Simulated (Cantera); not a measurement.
Input (Python, Cantera):

```python
import numpy as np
import cantera as ct

gas = ct.Solution("gri30.yaml")
gas.TPX = 400, 540000, {'CH4': 1, 'C2H6': 0.91, 'C3H8': 0.3, 'O2': 5.5, 'N2': 20.7}
flame = ct.FreeFlame(gas, width=0.012)
flame.set_refine_criteria(ratio=3, slope=0.08, curve=0.16)
flame.transport_model = "mixture-averaged"
flame.solve(loglevel=0, auto=True)
z, T = flame.grid, flame.T
thick = (T[-1] - T[0]) / np.gradient(T, z).max()
show = ['CH4', 'C2H6', 'C3H8', 'CO2', 'HCO', 'CH2O']
print(f"laminar burning velocity  {flame.velocity[0] * 100:.3f} cm/s")
print(f"burnt temperature         {T[-1]:.1f} K")
print(f"thermal thickness         {thick * 1e3:.4f} mm")
print(f"grid points               {len(z)}")
z0 = z[flame.heat_release_rate.argmax()]
print(f"{'z/mm':>9s}{'T/K':>9s}{'u/(m/s)':>9s}" + "".join(f"{s:>11s}" for s in show))
rows = []
for k in (-3, -2, -1.5, -1, -0.5, -0.25, 0, 0.25, 0.5, 1, 2, 4, 8):
    zz = z0 + k * thick
    rows.append([k * thick, np.interp(zz, z, T), np.interp(zz, z, flame.velocity),
                 *(np.interp(zz, z, flame.X[gas.species_index(s)]) for s in show)])
    print(f"{rows[-1][0] * 1e3:9.3f}{rows[-1][1]:9.1f}{rows[-1][2]:9.3f}" + "".join(f"{x:11.3e}" for x in rows[-1][3:]))
```

It prints:

```
laminar burning velocity  37.283 cm/s
burnt temperature         2234.1 K
thermal thickness         0.1009 mm
grid points               150
     z/mm      T/K  u/(m/s)        CH4       C2H6       C3H8        CO2        HCO       CH2O
   -0.303    400.3    0.374  3.514e-02  3.199e-02  1.055e-02  4.859e-07  4.573e-21  1.244e-07
   -0.202    404.6    0.379  3.493e-02  3.188e-02  1.052e-02  1.273e-05  4.543e-17  3.190e-06
   -0.151    419.6    0.394  3.450e-02  3.168e-02  1.047e-02  7.333e-05  2.754e-15  1.814e-05
   -0.101    532.1    0.506  3.221e-02  3.028e-02  1.020e-02  9.088e-04  5.861e-12  2.152e-04
   -0.050   1042.2    1.020  2.302e-02  1.949e-02  6.916e-03  8.430e-03  2.614e-07  1.638e-03
   -0.025   1479.9    1.479  1.469e-02  7.301e-03  2.171e-03  1.872e-02  9.831e-06  1.759e-03
    0.000   1871.7    1.894  4.987e-03  3.575e-04  3.081e-05  3.375e-02  2.521e-05  4.903e-04
    0.025   2051.6    2.074  6.383e-04  1.735e-06  5.673e-09  4.831e-02  1.019e-05  9.172e-05
    0.050   2108.8    2.123  5.465e-05  1.025e-08  4.734e-13  5.792e-02  1.689e-06  1.089e-05
    0.101   2152.7    2.158  6.707e-07  1.987e-12  1.399e-18  6.517e-02  2.940e-07  1.531e-07
    0.202   2189.4    2.190  1.496e-09  4.660e-17  7.316e-25  6.734e-02  1.765e-07  3.581e-09
    0.404   2214.7    2.213  4.129e-12  6.410e-20  3.469e-30  6.760e-02  1.003e-07  3.141e-09
    0.807   2227.8    2.225  9.721e-13  2.284e-22  2.235e-33  6.763e-02  5.532e-08  3.080e-09
```

Computed with Cantera and GRI-Mech 3.0 (53 species, 325 reactions). Burning velocities carry a grid error of a few per cent, more on coarse grids.
